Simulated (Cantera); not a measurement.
Standard-state values (1 bar) from the NASA 1993 polynomials, evaluated with Cantera. Values are per mole of reaction as written; species without (g) are pure solids or liquids, kept so even where they would boil at 1 bar.

SrCl2 + 2 H(g) → Sr + 2 HCl(g)

| T (K) | ΔH° (kJ) | ΔS° (J/K) | ΔG° (kJ) | log10 K | condensed phases |
|---|---|---|---|---|---|
| 823 | ___ | ___ | ___ | ___ | SrCl2(s), Sr(s) |
| 873 | 187.8 | 46.7 | 147.0 | -8.80 | SrCl2(s), Sr(s) |
| 923 | ___ | ___ | ___ | ___ | SrCl2(s), Sr(s) |
| 973 | 183.0 | 41.5 | 142.6 | -7.66 | SrCl2(s), Sr(s) |
| 1023 | ___ | ___ | ___ | ___ | SrCl2(s), Sr(s) |
| 1073 | 178.7 | 37.0 | 139.0 | -6.76 | SrCl2(s), Sr(l) |
| 1123 | 175.5 | 34.1 | 137.2 | -6.38 | SrCl2(s), Sr(l) |
| 1173 | 156.6 | 17.7 | 135.9 | -6.05 | SrCl2(l), Sr(l) |
| 1223 | ___ | ___ | ___ | ___ | SrCl2(l), Sr(l) |

Question: What belongs in the gaps?

Answer: 
- 823, ΔH° (kJ): 190.0
- 823, ΔS° (J/K): 49.3
- 823, ΔG° (kJ): 149.4
- 823, log10 K: -9.48
- 923, ΔH° (kJ): 185.5
- 923, ΔS° (J/K): 44.1
- 923, ΔG° (kJ): 144.8
- 923, log10 K: -8.19
- 1023, ΔH° (kJ): 174.0
- 1023, ΔS° (J/K): 32.5
- 1023, ΔG° (kJ): 140.8
- 1023, log10 K: -7.19
- 1223, ΔH° (kJ): 154.4
- 1223, ΔS° (J/K): 15.8
- 1223, ΔG° (kJ): 135.1
- 1223, log10 K: -5.77
